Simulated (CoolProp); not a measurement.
Vapour-liquid equilibrium of carbon dioxide (1) + carbonyl sulfide (2) at 1.06 MPa; x and y are mole fractions of (1).

Values from CoolProp's multi-fluid Helmholtz-energy mixture model, Span 1996 and Lemmon 2006; pair parameters Bell 2016.

### Question
Give the bubble temperature and the first vapour's composition at x = 0.275, 0.65, 0.725. Is there an azeotrope?

### Answer
x = 0.275: 255.6 K, y = 0.698; x = 0.65: 241.8 K, y = 0.881; x = 0.725: 240.1 K, y = 0.904. No azeotrope shows between x = 0.05 and 0.95.

Pair parameters are fitted to limited data, so mixtures are less certain than the pure fluids.
